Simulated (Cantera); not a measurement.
Cantera run:

```python
import numpy as np
import cantera as ct

gas_names = [...]  # 123 gases of nasa_gas.yaml made of C, H, O, Si
cond_names = """
    C(gr) C6H6(L) C7H8(L) C8H18(L),n-octa H2O(s) H2O(L) Si(cr) Si(L) SiC(b) SiO2(Lqz) SiO2(hqz) SiO2(L)
""".split()


# ... load() reads the species with a 1 bar reference pressure and builds the phases ...
atoms = {
    'Si': {'Si': 1},
    'H2O': {'H': 2, 'O': 1},
    'CO': {'C': 1, 'O': 1},
    'CO2': {'C': 1, 'O': 2},
}
top_T = {'C(gr)': 4500, 'SiC(b)': 3050}  # K; cautious upper limits of use, not melting points


# ... equilibrate(T, P, feed) seeds the gas with the atoms and calls Mixture.equilibrate('TP', solver="vcs", rtol=1e-11, max_steps=5000) ...
results = []
feed = {'Si': 1, 'H2O': 0.55, 'CO': 6.9, 'CO2': 0.013}  # mol
T = 1775  # K
for P in [10, 61, 370, 2200, 13000, 82000, 500000, 3000000]:
    mix = equilibrate(T, P, feed)
    results.append((T, P, feed, dict(zip(mix.species_names, mix.species_moles))))

top = {s: max(r[3][s] / sum(r[3][g] for g in gas_names) for r in results) for s in gas_names}
cols = sorted((s for s in top if top[s] > 0.001), key=lambda s: -top[s])[:5]
seen = [c for c in cond_names if any(r[3].get(c, 0) > 1e-12 for r in results)]
print("log10 of partial pressures in bar; condensed amounts in mol")
print(f"{'P/Pa':>10s}" + "".join(f"{s[:9]:>10s}" for s in cols + seen))
for T, P, feed, n in results:
    ng = sum(n[g] for g in gas_names)
    print(f"{P:10.4g}" + "".join(f"{np.log10(max(n[s] / ng * P / 1e5, 1e-99)):10.3f}" for s in cols)
          + "".join(f"{n.get(c, 0):10.4g}" for c in seen))
```

It prints:

```
log10 of partial pressures in bar; condensed amounts in mol
      P/Pa        CO       SiO        H2         H        Si     C(gr)    SiC(b)   SiO2(L)
        10    -4.081    -5.019    -5.191    -6.134    -6.653         0    0.2092         0
        61    -3.294    -4.228    -4.389    -5.733    -6.651         0     0.217         0
       370    -2.511    -3.444    -3.600    -5.339    -6.650         0    0.2182         0
      2200    -1.736    -2.669    -2.823    -4.950    -6.650         0    0.2185         0
   1.3e+04    -0.953    -2.034    -2.034    -4.555    -6.724         0     0.296    0.1547
   8.2e+04    -0.124    -2.310    -1.194    -4.135    -7.276         0    0.4651    0.4928
     5e+05     0.657    -3.041    -0.342    -3.709    -8.738     1.438         0    0.9989
     3e+06     1.434    -3.818     0.433    -3.322   -10.293     1.453         0         1
```

These are equilibrium values from Cantera (NASA tables, ideal gas, pure condensed phases), not measurements of a reactor. Mutual solubility and eutectic melting of coexisting phases are not modelled. The tables hold silica as quartz up to 1696 K and as liquid above; real silica turns to tridymite and cristobalite and melts near 1996 K. Gases not in the tables: Si(OH)4.
